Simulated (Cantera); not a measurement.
Input: 1 mol SiO2, 0.17 mol Al2O3, 0.12 mol H2, held at 2400 °C and 1.33 mbar.

Method: chemical equilibrium by Gibbs-energy minimisation in Cantera with the NASA 1993 tables (ideal gas, pure condensed phases). Candidate condensed phases: Al, Al2O3, Al2SiO5, Al6Si2O13, H2O, Si, SiO2; 28 gas species. The tables' values for SiO2, AlOH are old estimates; treat these amounts as uncertain. Rates play no part.

Base state: SiO 0.494, O 0.279, O2 0.100, H 0.0858, OH 0.0190, AlO 0.00815, H2 0.00374, SiO2 0.00363 (mole fractions); condensed: Al2O3(l).

Q: What changes in the equilibrium state with this change: H2 from 0.12 to 1.4 mol?

A: 
```tsv
species	before	after
H	0.0858	0.407
SiO	0.494	0.247
O	0.279	0.136
H2	0.00374	0.0839
H2O	0.00332	0.0363
O2	0.100	0.0239
OH	0.0190	0.0439
AlO	0.00815	0.0117
AlOH	0.000125	0.000847
Al2O	0.000182	0.000764
SiO2	0.00363	0.000884
Al2O3(l), mol	0.158	0.125
```
